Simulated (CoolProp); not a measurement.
Vapour pressure (MPa) of R236FA: the reference equation beside estimates from Tc = 398.1 K, pc = 3.191 MPa, ω = 0.377. Clausius-Clapeyron is anchored at 319.1 K with a constant enthalpy of vaporisation of 20.15 kJ/mol.

Model: reference Helmholtz-energy equation of state, Pan 2012, in CoolProp.

| T (K) | reference | Lee-Kesler | Clausius-Clapeyron | van der Waals | Redlich-Kwong | Peng-Robinson |
|---|---|---|---|---|---|---|
| 291.1 | 0.2135 | 0.2138 | 0.2503 | 0.7965 | 0.3993 | 0.2125 |
| 298.1 | 0.2715 | 0.2723 | 0.3044 | 0.8947 | 0.4810 | 0.2703 |
| 305.1 | 0.3409 | 0.3424 | 0.3668 | 1.000 | 0.5739 | 0.3397 |
| 312.1 | 0.4232 | 0.4253 | 0.4383 | 1.114 | 0.6787 | 0.4220 |
| 319.1 | 0.5197 | 0.5226 | 0.5197 | 1.235 | 0.7961 | 0.5188 |
| 326.1 | 0.6321 | 0.6355 | 0.6118 | 1.364 | 0.9267 | 0.6318 |
| 333.1 | 0.7620 | 0.7659 | 0.7152 | 1.501 | 1.071 | 0.7627 |
| 340.1 | 0.9111 | 0.9153 | 0.8307 | 1.647 | 1.231 | 0.9132 |
| 347.1 | 1.081 | 1.086 | 0.9591 | 1.801 | 1.405 | 1.085 |

Absolute difference from the reference over all 9 rows, mean and median: Lee-Kesler 0.4 and 0.5 %, Clausius-Clapeyron 7.8 and 7.6 %, van der Waals 150.8 and 137.6 %, Redlich-Kwong 55.4 and 53.2 %, Peng-Robinson 0.3 and 0.3 %.
